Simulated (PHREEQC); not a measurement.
Dissolve 6.2 mmol/kgw H2SO4, 14 mmol/kgw AlCl3 and 2.4 mmol/kgw MgCl2 at 25 °C. Closed to the air; pH follows from the charge balance.

All values are PHREEQC results (ion-association model, wateq4f.dat), not measurements.

| quantity | before | after |
|---|---|---|
| pH | 2.01 | 2.19 |
| ionic strength (mol/kgw) | 0.0835 | 0.0710 |
| Al+3 (mol/kgw) | 0.00993 | 0.00402 |
| AlSO4+ (mol/kgw) | 0.00400 | 0.0201 |
| Mg+2 (mol/kgw) | 0.00228 | 0.00148 |
| SO4-2 (mol/kgw) | 0.00132 | 0.0147 |
| SI of Epsomite (MgSO4:7H2O) | -4.16 | -3.26 |
| SI of Gibbsite (Al(OH)3) | -4.80 | -4.61 |

**Question.** Which change was made?
A) 0.0073 mol/kgw NaHCO3 added
B) AlCl3 from 0.014 to 0.028 mol/kgw
C) H2SO4 replaced by Li2SO4 at the same molality
D) AlCl3 replaced by Al2(SO4)3 at the same molality

**Answer.** D, AlCl3 replaced by Al2(SO4)3 at the same molality

Precipitation was switched off in this run.
